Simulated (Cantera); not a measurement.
**Counterflow diffusion flame**

A counterflow diffusion flame at 1.58 atm, nozzles 20 mm apart: fuel side CO : H2 = 1 : 0.65 (molar parts) at 350 K, oxidiser side O2 : N2 = 0.23 : 0.77 (molar parts) at 775 K, fuel mass flux 1 times the oxidiser's; mixture-averaged transport, no radiation.

Detailed kinetics in Cantera: GRI-Mech 3.0 (53 species, 325 reactions). The maximum strain rate includes the flame's own expansion and is several times the mean.

```csv
oxidiser flux (kg/m²/s),max strain (1/s),mean strain (1/s),T max (K),peak x OH,peak x H,peak x NO,peak x CO
0.96,446,116,2477,0.0159,0.00882,0.000658,0.640
1.3,593,157,2443,0.0162,0.00985,0.000484,0.639
1.7,766,205,2409,0.0164,0.0109,0.000364,0.638
2.3,1020,278,2373,0.0167,0.0122,0.000271,0.638
3,1310,362,2336,0.0169,0.0135,0.000206,0.638
4,1720,483,2292,0.0169,0.0150,0.000152,0.638
5.3,2250,640,2248,0.0169,0.0166,0.000116,0.637
7,2930,845,2200,0.0168,0.0182,8.94e-5,0.637
9.4,3890,1140,2151,0.0166,0.0200,7.04e-5,0.637
12,4900,1450,2110,0.0164,0.0217,5.96e-5,0.637
```
x: mole fraction; the columns are a selection and need not sum to one.
